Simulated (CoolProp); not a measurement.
A single-stage vapour-compression cycle with benzene: evaporating at 315.15 K (dew point), condensing at 383.15 K (bubble point), superheat 0 K, subcooling 2 K, compressor efficiency 0.75, no pressure losses. Each further row changes one setting.

The numbers come from the reference Helmholtz-energy equation of state, Thol 2012 in CoolProp.

```json
[
 {"case": "as stated", "cooling COP": "2.83", "pressure ratio": "8.86", "discharge temperature (K)": "401.1", "refrigerating effect (kJ/kg)": "296", "volumetric capacity (kJ/m³)": "237"},
 {"case": "evaporating temperature 320.15 K", "cooling COP": "3.16", "pressure ratio": "7.26", "discharge temperature (K)": "398.6", "refrigerating effect (kJ/kg)": "302", "volumetric capacity (kJ/m³)": "290"},
 {"case": "condensing temperature 378.15 K", "cooling COP": "3.13", "pressure ratio": "7.78", "discharge temperature (K)": "396.1", "refrigerating effect (kJ/kg)": "306", "volumetric capacity (kJ/m³)": "245"},
 {"case": "subcooling 7 K", "cooling COP": "2.93", "pressure ratio": "8.86", "discharge temperature (K)": "401.1", "refrigerating effect (kJ/kg)": "306", "volumetric capacity (kJ/m³)": "245"},
 {"case": "superheat 10 K", "cooling COP": "2.85", "pressure ratio": "8.86", "discharge temperature (K)": "410.8", "refrigerating effect (kJ/kg)": "308", "volumetric capacity (kJ/m³)": "238"},
 {"case": "compressor efficiency 0.65", "cooling COP": "2.46", "pressure ratio": "8.86", "discharge temperature (K)": "411.7", "refrigerating effect (kJ/kg)": "296", "volumetric capacity (kJ/m³)": "237"}
]
```
